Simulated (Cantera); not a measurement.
Cantera run, input and output.

```python
import numpy as np
import cantera as ct

gas = ct.Solution("gri30.yaml", transport_model="multicomponent")
show = ['H', 'H2', 'CO2']

rows = []
print(f"{'T/K':>7s}{'rho':>11s}{'cp':>10s}{'mu':>11s}{'lambda':>11s}{'Pr':>7s}" + "".join(f"{'D_' + s:>11s}" for s in show))
for T in [400, 650, 900, 1150, 1400, 1650, 1900, 2150]:
    gas.TPX = T, 240000, {'H2': 0.29, 'NH3': 0.33, 'N2': 0.47, 'C2H2': 0.84}
    Pr = gas.cp_mass * gas.viscosity / gas.thermal_conductivity
    D = [gas.mix_diff_coeffs_mole[gas.species_index(s)] for s in show]
    rows.append([gas.density, gas.cp_mass, gas.viscosity, gas.thermal_conductivity, Pr, *D])
    print(f"{T:7g}{gas.density:11.4e}{gas.cp_mass:10.1f}{gas.viscosity:11.4e}"
          f"{gas.thermal_conductivity:11.4e}{Pr:7.3f}" + "".join(f"{d:11.4e}" for d in D))
print("SI units: kg/m3, J/kg/K, Pa s, W/m/K, m2/s")
```

It prints:

```
    T/K        rho        cp         mu     lambda     Pr        D_H       D_H2      D_CO2
    400 1.5421e+00    1873.0 1.5955e-05 5.0188e-02  0.595 8.0445e-05 4.8235e-05 1.1363e-05
    650 9.4899e-01    2140.5 2.3493e-05 8.1263e-02  0.619 1.8965e-04 1.1005e-04 2.7430e-05
    900 6.8538e-01    2347.5 2.9887e-05 1.1163e-01  0.628 3.3151e-04 1.8981e-04 4.8484e-05
   1150 5.3638e-01    2519.1 3.5559e-05 1.4139e-01  0.634 5.0196e-04 2.8551e-04 7.3851e-05
   1400 4.4060e-01    2656.8 4.0728e-05 1.7031e-01  0.635 6.9843e-04 3.9584e-04 1.0311e-04
   1650 3.7384e-01    2766.6 4.5525e-05 1.9814e-01  0.636 9.1912e-04 5.1982e-04 1.3598e-04
   1900 3.2465e-01    2853.8 5.0035e-05 2.2478e-01  0.635 1.1627e-03 6.5671e-04 1.7226e-04
   2150 2.8690e-01    2923.0 5.4315e-05 2.5024e-01  0.634 1.4280e-03 8.0590e-04 2.1178e-04
SI units: kg/m3, J/kg/K, Pa s, W/m/K, m2/s
```

Cantera simulation using GRI-Mech 3.0 (53 species, 325 reactions); the numbers are that mechanism's predictions, not measurements. Polar gases are described roughly by these parameters. The composition is frozen, though it would react at the higher temperatures.
